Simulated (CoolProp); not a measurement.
The fluid at 293.15 K and 11 MPa flows at 22 m/s in a round tube of 20 mm bore and 15 µm roughness, fully developed (64/Re and Nu = 3.66 if laminar; Colebrook and Gnielinski if turbulent). The same conditions are run with several fluids, on thermodynamics alone (safety and materials aside).

The numbers come from the reference Helmholtz-energy equation of state of each fluid (propylene: Lemmon 2013; CH2F2 (R32): Tillner-Roth 1997; R407C: Lemmon 2003; n-decane: Lemmon 2006; methanol: de Reuck 1993) in CoolProp. Blends and air are pseudo-pure fits.

Task: Rank propylene, CH2F2 (R32), R407C, n-decane, methanol by Reynolds number, highest first.

Result: CH2F2 (R32) (3260000), R407C (2780000), propylene (2060000), methanol (565000), n-decane (313000)

| fluid | Darcy friction factor | pressure drop (Pa/m) | heat-transfer coefficient (W/(m² K)) | mass flow (kg/h) |
|---|---|---|---|---|
| propylene | 0.0185 | 121000 | 46100 | 13400 |
| CH2F2 (R32) | 0.0184 | 229000 | 72800 | 25500 |
| R407C | 0.0185 | 271000 | 53100 | 30200 |
| n-decane | 0.0195 | 174000 | 19100 | 18400 |
| methanol | 0.0190 | 184000 | 37700 | 19900 |

Transport values come from each fluid's own correlations; those of propylene, CH2F2 (R32) are estimates that may be off by 10 % or more.
